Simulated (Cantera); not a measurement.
A perfectly stirred reactor is fed with CO : H₂ : O₂ : N₂ = 1 : 0.25 : 1.23 : 4.61 (molar parts), at 5.00 bar; it is adiabatic with a 750 K inlet, and is followed from long to short residence time, starting on the burning branch (τ in s: 0.46, 0.21, 0.095, 0.043, 0.02, 0.0089, 0.0041, 0.0019, 0.00084, 0.00038, 0.00017, 7.9e-05, 3.6e-05).

Cantera simulation using GRI-Mech 3.0 (53 species, 325 reactions); the numbers are that mechanism's predictions, not measurements. The hydrogen kinetics of GRI-Mech 3.0 are dated; newer H2 mechanisms differ, most at raised pressure.

Task: What does this change do: 0.089 parts H2O added?

Result: 
```json
[
 {"quantity": "blow-out, bracketed by the residence times tried", "before": "burning at 36.0 µs, the shortest tried", "after": "burning at 36.0 µs, the shortest tried"},
 {"quantity": "x(CO) at τ = 0.460 s", "before": "0.000791", "after": "0.000679"},
 {"quantity": "x(H₂) at τ = 0.460 s", "before": "3.86e-5", "after": "4.55e-5"},
 {"quantity": "x(O₂) at τ = 0.460 s", "before": "0.0915", "after": "0.0905"},
 {"quantity": "x(N₂O) at τ = 0.460 s", "before": "7.75e-7", "after": "7.24e-7"},
 {"quantity": "x(NO) at τ = 0.460 s", "before": "0.00402", "after": "0.00341"},
 {"quantity": "x(CO) at τ = 4.10 ms", "before": "0.00383", "after": "0.00329"},
 {"quantity": "x(H₂) at τ = 4.10 ms", "before": "0.000153", "after": "0.000171"},
 {"quantity": "x(O₂) at τ = 4.10 ms", "before": "0.0942", "after": "0.0928"},
 {"quantity": "x(N₂O) at τ = 4.10 ms", "before": "1.97e-6", "after": "1.78e-6"},
 {"quantity": "x(NO) at τ = 4.10 ms", "before": "0.000269", "after": "0.000192"}
]
```
